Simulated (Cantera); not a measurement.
An isothermal, constant-pressure homogeneous reactor starts with CH4 : CO2 : H2O = 1 : 2.6 : 0.071 (molar parts), at 1600 K and 0.133 bar.

Computed with Cantera and GRI-Mech 3.0 (53 species, 325 reactions).

x: mole fraction; the columns are a selection and need not sum to one.

```json
[
 {"t (s)": "0.000100", "x CH4": "0.272", "x CO2": "0.708", "x C2H6": "2.37e-8", "x HCO": "<1e-12", "x H": "1.66e-7"},
 {"t (s)": "0.000555", "x CH4": "0.272", "x CO2": "0.708", "x C2H6": "3.35e-6", "x HCO": "1.04e-11", "x H": "1.98e-7"},
 {"t (s)": "0.00308", "x CH4": "0.271", "x CO2": "0.708", "x C2H6": "(withheld)", "x HCO": "(withheld)", "x H": "(withheld)"},
 {"t (s)": "0.0171", "x CH4": "0.249", "x CO2": "0.697", "x C2H6": "0.000599", "x HCO": "2.77e-8", "x H": "6.38e-6"},
 {"t (s)": "0.0949", "x CH4": "0.163", "x CO2": "0.612", "x C2H6": "0.000200", "x HCO": "1.75e-8", "x H": "1.92e-5"},
 {"t (s)": "0.527", "x CH4": "0.0406", "x CO2": "0.363", "x C2H6": "3.41e-5", "x HCO": "1.06e-8", "x H": "2.95e-5"},
 {"t (s)": "2.92", "x CH4": "0.0108", "x CO2": "0.211", "x C2H6": "3.03e-6", "x HCO": "5.96e-9", "x H": "5.54e-5"},
 {"t (s)": "16.2", "x CH4": "0.00319", "x CO2": "0.142", "x C2H6": "1.53e-7", "x HCO": "4.84e-9", "x H": "6.22e-5"},
 {"t (s)": "90.0", "x CH4": "(withheld)", "x CO2": "0.133", "x C2H6": "<1e-12", "x HCO": "5.01e-9", "x H": "(withheld)"}
]
```

Task: What belongs in the gaps?

Result: 
- 0.00308, x C2H6: 0.000151
- 0.00308, x HCO: 2.72e-9
- 0.00308, x H: 7.22e-7
- 90.0, x CH4: 4.96e-7
- 90.0, x H: 6.76e-5
